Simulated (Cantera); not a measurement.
# Sublimation and decomposition of ceramics: Al2O3 + H2

A closed system holds: 1 mol Al2O3, 3.8 mol H2, at 12.0 Pa.

These are equilibrium values from Cantera (NASA tables, ideal gas, pure condensed phases), not measurements of a reactor. Candidate condensed phases: Al, Al2O3, H2O; 19 gas species. The tables' values for AlOH are old estimates; treat these amounts as uncertain. Equilibrium is a limit: real reactors are often held back by kinetics, nucleation or transport.

At 2298 K the condensed part is Al2O3(s). From 2373 K to 2523 K the condensed part is Al2O3(l). From 2598 K to 2898 K nothing is condensed. The main Al-bearing gas is Al throughout.

```json
[
 {"T (K)": "2298", "x H": "0.554", "x H2": "0.402", "x O": "0.00368", "x Al": "0.0137", "x AlO": "0.00251", "x H2O": "0.0176", "x OH": "0.00390", "x Al2O": "0.00160", "n Al2O3(s)": "0.945", "n Al2O3(l)": "0"},
 {"T (K)": "2373", "x H": "0.659", "x H2": "0.267", "x O": "0.0138", "x Al": "0.0219", "x AlO": "0.00643", "x H2O": "0.0190", "x OH": "0.00832", "x Al2O": "0.00268", "n Al2O3(s)": "0", "n Al2O3(l)": "0.892"},
 {"T (K)": "2448", "x H": "0.711", "x H2": "0.153", "x O": "0.0431", "x Al": "0.0384", "x AlO": "0.0158", "x H2O": "0.0154", "x OH": "0.0140", "x Al2O": "0.00498", "n Al2O3(s)": "0", "n Al2O3(l)": "0.763"},
 {"T (K)": "2523", "x H": "0.659", "x H2": "0.0676", "x O": "0.114", "x Al": "0.0746", "x AlO": "0.0384", "x H2O": "0.00862", "x OH": "0.0179", "x Al2O": "0.0106", "n Al2O3(s)": "0", "n Al2O3(l)": "0.374"},
 {"T (K)": "2598", "x H": "0.597", "x H2": "0.0295", "x O": "0.180", "x Al": "0.113", "x AlO": "0.0452", "x H2O": "0.00295", "x OH": "0.0138", "x Al2O": "0.00900", "n Al2O3(s)": "0", "n Al2O3(l)": "0"},
 {"T (K)": "2673", "x H": "0.601", "x H2": "0.0165", "x O": "0.202", "x Al": "0.132", "x AlO": "0.0302", "x H2O": "0.000953", "x OH": "0.00865", "x Al2O": "0.00346", "n Al2O3(s)": "0", "n Al2O3(l)": "0"},
 {"T (K)": "2748", "x H": "0.602", "x H2": "0.00943", "x O": "0.216", "x Al": "0.144", "x AlO": "0.0187", "x H2O": "0.000313", "x OH": "0.00535", "x Al2O": "0.00119", "n Al2O3(s)": "0", "n Al2O3(l)": "0"},
 {"T (K)": "2823", "x H": "0.602", "x H2": "0.00554", "x O": "0.225", "x Al": "0.150", "x AlO": "0.0112", "x H2O": "0.000106", "x OH": "0.00330", "x Al2O": "0.000397", "n Al2O3(s)": "0", "n Al2O3(l)": "0"},
 {"T (K)": "2898", "x H": "0.602", "x H2": "0.00334", "x O": "0.230", "x Al": "0.154", "x AlO": "0.00668", "x H2O": "3.73e-5", "x OH": "0.00206", "x Al2O": "0.000133", "n Al2O3(s)": "0", "n Al2O3(l)": "0"}
]
```
x: gas mole fraction; n: condensed amount in mol.
